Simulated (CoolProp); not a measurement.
Tetradecamethylhexasiloxane (MD4M) at several states: Z from the reference equation and from simpler models built on Tc = 653.2 K, pc = 0.8286 MPa, ω = 0.800; each cubic takes its own stable root.

Values from CoolProp's reference Helmholtz-energy equation of state, Thol 2019.

```csv
T (K),p (MPa),phase,reference,van der Waals,Peng-Robinson
528.3,0.0321,gas,0.9629,0.9807,…
296.4,0.0356,liquid,0.007464,0.01408,…
406.1,2.74,liquid,0.4727,0.8228,0.4775
411.1,0.0106,liquid,0.001835,…,…
356.4,3.81,liquid,0.7050,…,…
415.9,0.0107,liquid,0.001843,…,0.001860
```

Question: Fill in the missing entries.

Answer: 
- 528.3, Peng-Robinson: 0.9675
- 296.4, Peng-Robinson: 0.007984
- 411.1, van der Waals: 0.9888
- 411.1, Peng-Robinson: 0.001856
- 356.4, van der Waals: 1.246
- 356.4, Peng-Robinson: 0.7290
- 415.9, van der Waals: 0.9890

At some of these states van der Waals gives the other phase, because its saturation line lies elsewhere.
